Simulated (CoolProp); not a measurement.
Cyclopentane at 494.13 K and 2.17 MPa is throttled through a valve to 0.486 MPa with no heat exchange. Each further row changes one setting.

Model: reference Helmholtz-energy equation of state, Gedanitz 2015, in CoolProp.

```csv
case,temperature change (K),final density (kg/m³)
as stated,___,___
outlet pressure 0.146 MPa,___,2.63
outlet pressure 0.632 MPa,-15.4,11.9
```

Task: Complete the blanks.

Result: 
- as stated, temperature change (K): -16.7
- as stated, final density (kg/m³): 9.02
- outlet pressure 0.146 MPa, temperature change (K): -19.8
